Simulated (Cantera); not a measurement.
# Diamond growth

A diamond (100) surface in a fixed gas of H2 with x(CH4) = 0.0021, x(H) = 0.00084, x(CH3) = 2.8e-05, at 1098 K; coverages are run to steady state.

Detailed kinetics in Cantera: the Harris–Goodwin 1993 mechanism for the reconstructed diamond (100) surface.

```json
[
 {"P (Pa)": "330", "growth (µm/h)": "0.00441", "θ c6HH": "0.526", "θ c6H*": "0.0271", "θ c6*H": "0.432", "θ c6**": "0.0149", "θ c6HM": "0.000343"},
 {"P (Pa)": "560", "growth (µm/h)": "0.00968", "θ c6HH": "0.525", "θ c6H*": "0.0271", "θ c6*H": "0.431", "θ c6**": "0.0149", "θ c6HM": "0.000571"},
 {"P (Pa)": "950", "growth (µm/h)": "0.0224", "θ c6HH": "0.525", "θ c6H*": "0.0271", "θ c6*H": "0.431", "θ c6**": "0.0149", "θ c6HM": "0.000937"},
 {"P (Pa)": "1600", "growth (µm/h)": "0.0528", "θ c6HH": "0.525", "θ c6H*": "0.0271", "θ c6*H": "0.431", "θ c6**": "0.0149", "θ c6HM": "0.00149"},
 {"P (Pa)": "2700", "growth (µm/h)": "0.127", "θ c6HH": "0.524", "θ c6H*": "0.0270", "θ c6*H": "0.430", "θ c6**": "0.0149", "θ c6HM": "0.00231"},
 {"P (Pa)": "4600", "growth (µm/h)": "0.304", "θ c6HH": "0.523", "θ c6H*": "0.0270", "θ c6*H": "0.430", "θ c6**": "0.0149", "θ c6HM": "0.00343"},
 {"P (Pa)": "7700", "growth (µm/h)": "0.684", "θ c6HH": "0.522", "θ c6H*": "0.0269", "θ c6*H": "0.429", "θ c6**": "0.0148", "θ c6HM": "0.00477"},
 {"P (Pa)": "13000", "growth (µm/h)": "1.48", "θ c6HH": "0.521", "θ c6H*": "0.0269", "θ c6*H": "0.428", "θ c6**": "0.0148", "θ c6HM": "0.00623"}
]
```
θ: site fractions in the mechanism's names (c6HH fully hydrogenated, c6H* and c6*H radical sites, c6** diradical, c6HM methylated).
